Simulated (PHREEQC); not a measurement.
PHREEQC input (ion-association model, wateq4f.dat):

```
SOLUTION_MASTER_SPECIES
  Amm  AmmH+  0  AmmH  17.031  # ammonia with no redox link, constants of NH4+
SOLUTION_SPECIES
  AmmH+ = AmmH+
    -log_k 0
  AmmH+ = Amm + H+
    -log_k -9.252
    -delta_h 12.48 kcal
    -analytic 0.6322 -0.001225 -2835.76
    -gamma 2.5 0.0
  AmmH+ + SO4-2 = AmmHSO4-
    -log_k 1.11
    -gamma 5.0 0.0
PHASES
  Amm(g)
    Amm = Amm
    -log_k 1.770
    -delta_h -8.170 kcal
EXCHANGE_SPECIES
  AmmH+ + X- = AmmHX
    -log_k 0.6
SOLUTION 1
  temp 25
  units mol/kgw
  pH 7 charge
  F 0.36
  Amm 0.18
SOLUTION 2
  temp 25
  units mol/kgw
  pH 7 charge
  F 0.022
  Na 0.011
END
SELECTED_OUTPUT 1
  -reset false
  -pH true
  -pe true
  -ionic_strength true
  -water true
  -totals Amm F Na
  -molalities H+ F- Na+ O2 OH- HF HF2- H2F2 NaF AmmH+
    Amm
PRINT
  -reset false
MIX 1
  1 1
  2 0
EQUILIBRIUM_PHASES 1
  O2(g) -0.68 10
END
# ... the last block is repeated for the other 10 points of share of solution B
```

Selected output (columns that matter, 11 of 11 rows; share of solution B added in front):

```
share of solution B	pH	mu	Amm	F	Na	m_H+	m_F-	m_Na+	m_OH-	m_HF	m_HF2-	m_H2F2
0	3.1887	0.18081	0.18	0.36	0	0.00080801	0.13339	0	2.1443e-11	0.088866	0.047417	0.021455
0.1	3.1864	0.16387	0.162	0.3262	0.0011	0.00080833	0.12294	0.0010606	2.1114e-11	0.083564	0.040933	0.018897
0.2	3.184	0.14694	0.144	0.2924	0.0022	0.00080849	0.11222	0.0021262	2.0762e-11	0.077934	0.034712	0.016373
0.3	3.1814	0.13001	0.126	0.2586	0.0033	0.00080837	0.10122	0.0031972	2.0385e-11	0.071926	0.028784	0.013891
0.4	3.1787	0.11308	0.108	0.2248	0.0044	0.00080782	0.089901	0.0042743	1.998e-11	0.065477	0.023182	0.011467
0.5	3.1759	0.096165	0.09	0.191	0.0055	0.00080651	0.078214	0.0053584	1.9545e-11	0.058504	0.017951	0.0091194
0.6	3.1732	0.079254	0.072	0.1572	0.0066	0.0008039	0.066107	0.0064505	1.9077e-11	0.050898	0.013148	0.0068753
0.7	3.1708	0.062351	0.054	0.1234	0.0077	0.00079886	0.0535	0.0075521	1.8575e-11	0.0425	0.0088505	0.0047752
0.8	3.1697	0.045454	0.036	0.0896	0.0088	0.0007888	0.040287	0.0086652	1.8055e-11	0.03308	0.0051673	0.0028818
0.9	3.1732	0.02856	0.018	0.0558	0.0099	0.00076611	0.026298	0.0097935	1.7588e-11	0.02227	0.0022619	0.001301
1	3.2015	0.011636	0	0.022	0.011	0.00069222	0.011228	0.010944	1.7809e-11	0.009435	0.00040757	0.00023261
```

wateq4f.dat counts part of the HF as a dimer, H2F2, which phreeqc.dat doesn't know; its constant is uncertain.
